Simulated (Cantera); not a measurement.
Charge: 1 mol NaCl, 1.9 mol HCl, 26 mol H₂, equilibrated at 1050 K and 75.0 Torr.

Method: chemical equilibrium by Gibbs-energy minimisation in Cantera with the NASA 1993 tables (ideal gas, pure condensed phases). Candidate condensed phases: Na, NaCl; 10 gas species. Kinetics and transport are ignored.

Base state: H₂ 0.929, HCl 0.0679, NaCl 0.00211, Na₂Cl₂ 0.000910 (mole fractions); condensed: NaCl(s).

Q: What changes in the equilibrium state with this change: temperature from 1050 K to 2200 K?

A: 
```json
[
 {"species": "H₂", "before": "0.929", "after": "0.879"},
 {"species": "HCl", "before": "0.0679", "after": "0.0696"},
 {"species": "NaCl", "before": "0.00211", "after": "0.0287"},
 {"species": "H", "before": "2.47e-8", "after": "0.0167"},
 {"species": "Na", "before": "3.52e-9", "after": "0.00553"},
 {"species": "Cl", "before": "1.65e-9", "after": "0.000962"},
 {"species": "NaH", "before": "<1e-9", "after": "1.33e-5"},
 {"species": "Na₂Cl₂", "before": "0.000910", "after": "1.43e-6"},
 {"species": "NaCl(s), mol", "before": "0.890", "after": "0"}
]
```

Q: What changes in the equilibrium state with this change: temperature from 1050 K to 2100 K?

A: 
| species | before | after |
|---|---|---|
| H₂ | 0.929 | 0.887 |
| HCl | 0.0679 | 0.0684 |
| NaCl | 0.00211 | 0.0307 |
| H | 2.47e-8 | 0.00928 |
| Na | 3.52e-9 | 0.00364 |
| Cl | 1.65e-9 | 0.000527 |
| Na₂Cl₂ | 0.000910 | 2.70e-6 |
| NaCl(s), mol | 0.890 | 0 |
